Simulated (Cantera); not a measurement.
Input: 1 mol C2H4, 0.021 mol NH3, 13 mol H2, 2.5 mol H2O, held at 1025 °C and 0.0100 bar.

Method: chemical equilibrium by Gibbs-energy minimisation in Cantera with the NASA 1993 tables (ideal gas, pure condensed phases). Candidate condensed phases: C, C6H6, C7H8, C8H18, H2O; 136 gas species. Equilibrium is a limit: real reactors are often held back by kinetics, nucleation or transport.

Base state: H2 0.873, CO 0.101, H2O 0.0240, CO2 0.00158, N2 0.000537, H 1.00e-5 (mole fractions); condensed: gas only.

What changes in the equilibrium state with this change: H2O from 2.5 to 2.9 mol?


```json
[
 {"species": "H2", "before": "0.873", "after": "0.857"},
 {"species": "CO", "before": "0.101", "after": "0.0975"},
 {"species": "H2O", "before": "0.0240", "after": "0.0424"},
 {"species": "CO2", "before": "0.00158", "after": "0.00275"},
 {"species": "N2", "before": "0.000537", "after": "0.000527"},
 {"species": "H", "before": "1.00e-5", "after": "9.94e-6"}
]
```

What changes in the equilibrium state with this change: NH3 from 0.021 to 0.27 mol?


| species | before | after |
|---|---|---|
| H2 | 0.873 | 0.870 |
| CO | 0.101 | 0.0983 |
| H2O | 0.0240 | 0.0234 |
| N2 | 0.000537 | 0.00674 |
| CO2 | 0.00158 | 0.00151 |
| H | 1.00e-5 | 1.00e-5 |
